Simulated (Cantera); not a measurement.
**Silicon etching in halogen gases: Si + Cl2 + H2**

Feed: 1 mol Si, 0.59 mol Cl2, 11 mol H2, held at 0.133 bar.

Equilibrium computed with Cantera from the NASA thermochemical tables; the gas is ideal and each condensed phase is pure. Candidate condensed phases: Si; 19 gas species. The tables' values for SiCl3, SiCl are old estimates; treat these amounts as uncertain. Kinetics and transport are ignored.

```csv
T (K),log p H2,log p HCl,log p SiCl4,log p SiCl2,log p SiHCl3,log p SiCl3,log p SiH2Cl2,n Si(s)
898,-0.89,-3.19,-2.64,-5.36,-2.89,-4.84,-4.17,0.688
973,-0.89,-2.88,-2.66,-4.66,-2.92,-4.39,-4.16,0.703
1048,-0.89,-2.62,-2.71,-4.08,-2.97,-4.03,-4.18,0.725
1123,-0.90,-2.42,-2.81,-3.61,-3.06,-3.76,-4.22,0.751
1198,-0.90,-2.26,-2.97,-3.24,-3.19,-3.58,-4.29,0.777
1273,-0.91,-2.15,-3.25,-2.97,-3.40,-3.52,-4.42,0.796
1348,-0.91,-2.09,-3.63,-2.81,-3.70,-3.57,-4.61,0.805
1423,-0.91,-2.06,-4.10,-2.73,-4.06,-3.71,-4.84,0.806
1498,-0.91,-2.05,-4.57,-2.69,-4.42,-3.88,-5.07,0.804
1573,-0.91,-2.05,-5.03,-2.66,-4.77,-4.06,-5.29,0.800
1648,-0.91,-2.05,-5.45,-2.65,-5.09,-4.22,-5.50,0.796
```
log p: log10 of the partial pressure in bar; n: condensed amount in mol.

From 898 K to 1648 K the condensed part is Si(s). The main Si-bearing gas is SiCl4 at 898 K and SiCl2 at 1648 K. The share of Si in condensed phases is highest at 1423 K (80.6 %) and lowest at 898 K (68.8 %).
